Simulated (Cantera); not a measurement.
Feed: 1 mol Si, 0.73 mol HCl, 1.5 mol H2, at 443 Torr.

Method: chemical equilibrium by Gibbs-energy minimisation in Cantera with the NASA 1993 tables (ideal gas, pure condensed phases). Candidate condensed phases: Si; 19 gas species. Gases not in the tables: Si2H6 and higher silanes. Equilibrium is a limit: real reactors are often held back by kinetics, nucleation or transport.

Problem. Which condensed phases are stable at each of these points (T (°C)): 227, 327, 427, 527, 627, 727, 827, 927, 1027, 1127, 1227, 1327, 1427?

Solution. 
| T (°C) | condensed phases | Si condensed (%) |
|---|---|---|
| 227 | Si(s) | 79.6 |
| 327 | Si(s) | 79.6 |
| 427 | Si(s) | 79.7 |
| 527 | Si(s) | 79.8 |
| 627 | Si(s) | 80.0 |
| 727 | Si(s) | 80.4 |
| 827 | Si(s) | 81.0 |
| 927 | Si(s) | 81.6 |
| 1027 | Si(s) | 82.0 |
| 1127 | Si(s) | 81.7 |
| 1227 | Si(s) | 80.9 |
| 1327 | Si(s) | 80.0 |
| 1427 | Si(l) | 79.5 |

From 227 °C to 1327 °C the condensed part is Si(s). At 1427 °C the condensed part is Si(l).
